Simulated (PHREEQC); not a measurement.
Consider water at 25 °C with 0.1 mol/kgw (NH4)2HPO4. It is in equilibrium with CO2 at log p = -3.4 (atm). Otherwise closed; pH follows from the charge balance.

Equilibrium calculation in PHREEQC: ion-association model, phreeqc.dat.

Precipitation was switched off in this run.

Task: Predict the pH, specific conductance, density.

Result: pH 7.93; specific conductance 16800 µS/cm; density 1.006 g/cm³.

Task: In which forms is N present?

Result: NH4+ 97 %, NH3 2.8 % of the N.
